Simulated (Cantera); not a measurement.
A perfectly stirred reactor is fed with C₃H₈ : O₂ : N₂ = 1 : 9.8 : 36.9 (molar parts), equivalence ratio 0.51, at 10.0 bar; it is adiabatic with a 575 K inlet, and is followed from long to short residence time, starting on the burning branch (τ in s: 0.021, 0.011, 0.0054, 0.0027, 0.0014, 0.0007, 0.00035, 0.00018, 9.1e-05, 4.6e-05, 2.3e-05, 1.2e-05).

Detailed kinetics in Cantera: GRI-Mech 3.0 (53 species, 325 reactions). GRI-Mech 3.0 was tuned for natural gas; its chemistry of propane as a main component is partial and can be far from experiment.

```
quantity                                                                       before                                 after
------------------------------------------------  -----------------------------------  ------------------------------------
blow-out, bracketed by the residence times tried  burning at 0.180 ms, out at 91.0 µs  burning at 0.700 ms, out at 0.350 ms
x(C₃H₈) at τ = 21.0 ms                                                        1.48e-6                               3.10e-6
x(O₂) at τ = 21.0 ms                                                           0.0986                                0.0988
x(C₂H₆) at τ = 21.0 ms                                                        1.85e-9                               4.09e-9
x(HO₂) at τ = 21.0 ms                                                         2.74e-6                               4.33e-6
x(CH₃) at τ = 21.0 ms                                                         1.24e-6                               1.80e-6
x(C₃H₈) at τ = 0.350 ms                                                       3.59e-5                                0.0210
x(O₂) at τ = 0.350 ms                                                           0.102                                 0.205
x(C₂H₆) at τ = 0.350 ms                                                       1.12e-7                                <1e-12
x(HO₂) at τ = 0.350 ms                                                        4.46e-5                                <1e-12
x(CH₃) at τ = 0.350 ms                                                        2.33e-5                                <1e-12
```

**Question.** What was changed between the two runs?
A) inlet temperature 575 to 525 K
B) inlet temperature 575 to 425 K
C) inlet temperature 575 to 800 K
D) pressure from 10.0 bar to 5.00 bar

**Answer.** B, inlet temperature 575 to 425 K
